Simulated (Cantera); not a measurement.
Input (Python, Cantera) and output of one run.

```python
import numpy as np
import cantera as ct

gas_names = """
    AL ALCL ALCL2 ALCL3 ALH AL2 AL2CL6 CL CL2 H HCL H2
""".split()
cond_names = """
    AL(cr) AL(L) ALCL3(s) ALCL3(L)
""".split()


def load(file, names, dense=False):
    # The tables refer to 1 bar. Condensed volumes are neglected.
    table = {s.name: s for s in ct.Species.list_from_file(file)}
    out = []
    for n in names:
        d = dict(table[n].input_data)
        d["thermo"] = dict(d["thermo"], **{"reference-pressure": 1e5})
        if dense:
            d["equation-of-state"] = {"model": "constant-volume", "density": "1e6 g/cm^3"}
        out.append(ct.Species.from_dict(d))
    return out


gas = ct.Solution(thermo="ideal-gas", species=load("nasa_gas.yaml", gas_names))
cond = {s.name: ct.Solution(thermo="fixed-stoichiometry", species=[s], name=s.name)
        for s in load("nasa_condensed.yaml", cond_names, dense=True)}
atoms = {
    'Al': {'AL': 1},
    'HCl': {'H': 1, 'CL': 1},
    'H2': {'H': 2},
}
top_T = {}  # K; cautious upper limits of use, not melting points


def equilibrate(T, P, feed):
    n = {}
    for name, mol in feed.items():
        for a, k in atoms[name].items():
            n[a] = n.get(a, 0.0) + k * mol
    gas.TPX = T, P, n
    mass = sum(n.values()) * gas.mean_molecular_weight
    gas.equilibrate("TP")
    valid = [c for c in cond.values() if c.min_temp <= T <= top_T.get(c.name, c.max_temp)]
    mix = ct.Mixture([(gas, mass / gas.mean_molecular_weight)] + [(c, 0.0) for c in valid])
    mix.T, mix.P = T, P
    mix.equilibrate("TP", solver="vcs", rtol=1e-11, max_steps=5000)
    return mix


results = []
feed = {'Al': 1, 'HCl': 0.25, 'H2': 0.061}  # mol
T = 723.15  # K
P = 350000  # Pa
mix = equilibrate(T, P, feed)
results.append((T, P, feed, dict(zip(mix.species_names, mix.species_moles))))
print(gas.report(threshold=1e-06))
for i in range(1, mix.n_phases):
    print(f"{mix.phase(i).name:16s} {mix.phase_moles(i):12.5e} mol")
```

It prints:

```
       temperature   723.15 K
          pressure   3.5e+05 Pa
           density   2.8711 kg/m^3
  mean mol. weight   49.323 kg/kmol
   phase of matter   gas

                          1 kg             1 kmol
                     ---------------   ---------------
          enthalpy       -4.1801e+06       -2.0617e+08  J
   internal energy        -4.302e+06       -2.1219e+08  J
           entropy            4761.5        2.3485e+05  J/K
    Gibbs function       -7.6234e+06       -3.7601e+08  J
 heat capacity c_p            1113.5             54920  J/K
 heat capacity c_v            944.92             46606  J/K

                      mass frac. Y      mole frac. X     chem. pot. / RT
                     ---------------   ---------------   ---------------
              ALCL        1.8692e-06        1.4767e-06           -49.434
             ALCL2        8.0702e-06        4.0666e-06           -94.533
             ALCL3           0.12086           0.04471           -139.63
            AL2CL6           0.84648           0.15657           -279.27
                H2          0.032646           0.79872           -15.736
     [   +7 minor]        1.6097e-07        2.1777e-07

AL(cr)            9.16666e-01 mol
ALCL3(L)          0.00000e+00 mol
```

Equilibrium computed with Cantera from the NASA thermochemical tables; the gas is ideal and each condensed phase is pure.
